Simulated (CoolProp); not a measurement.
Computed with CoolProp (reference Helmholtz-energy equation of state, Gao 2022).

Task: Give the vapour pressure (kPa), liquid density (kg/m³), vapour density (kg/m³), enthalpy of vaporisation (kJ/kg) of saturated n-perfluorohexane at 256.4 K.

Result: 
```json
[
 {"T (K)": "256.4", "p (kPa)": "3.20", "liquid density (kg/m³)": "1790", "vapour density (kg/m³)": "0.510", "enthalpy of vaporisation (kJ/kg)": "103"}
]
```
